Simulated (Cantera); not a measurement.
Input: 1 mol HMDSO, 0.45 mol O2, held at 1973.15 K and 100 Torr.

Method: chemical equilibrium by Gibbs-energy minimisation in Cantera with the NASA 1993 tables (ideal gas, pure condensed phases). Candidate condensed phases: C, C6H6, C7H8, C8H18, H2O, Si, SiC, SiO2; 123 gas species. The feed counts by its element totals alone. Kinetics and transport are ignored.

### Question
What is the equilibrium state?

### Answer
```
Quantity                             Result
--------------------------------  ---------
x(H2)                                 0.822
x(CO)                                 0.173
x(H)                                0.00335
x(SiO)                              0.00151
x(C2H2 (acetylene))                0.000527
x(CH4)                              4.11e-5
x(Si)                               1.18e-5
x(SiH2)                             3.71e-6
x(CH3)                              3.33e-6
n(C(graphite))                     2.12 mol
n(SiC(s))                          1.98 mol
gas amount                        10.92 mol
log10 activity of Si(l) (absent)      -1.30
```
